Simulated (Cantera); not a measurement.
Charge: 1 mol B2O3, 8.6 mol O2, 3.7 mol N2, equilibrated at 1202 °C and 0.00110 bar.

These are equilibrium values from Cantera (NASA tables, ideal gas, pure condensed phases), not measurements of a reactor. Candidate condensed phases: B, BN, B2O3; 17 gas species. The numbers say what is thermodynamically allowed, not how fast it happens.

**Question.** What is the equilibrium state?

**Answer.** 
```
Quantity                            Result
-------------------------------  ---------
x(O2)                                0.690
x(N2)                                0.296
x(B2O3)                             0.0117
x(NO)                              0.00120
x(BO2)                             0.00106
x(O)                               7.19e-5
n(B2O3(l))                       0.847 mol
gas amount                       12.46 mol
log10 activity of B(s) (absent)     -13.90
```
